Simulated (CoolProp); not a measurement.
Tetrahydrofuran at 481.11 K and 0.898 MPa is throttled through a valve to 0.14 MPa with no heat exchange. Each further row changes one setting.

Model: reference Helmholtz-energy equation of state, Fiedler 2023, in CoolProp.

```tsv
case	temperature change (K)	final density (kg/m³)
as stated	-7.7	2.60
outlet pressure 0.042 MPa	-8.6	0.774
outlet pressure 0.182 MPa	-7.2	3.39
```
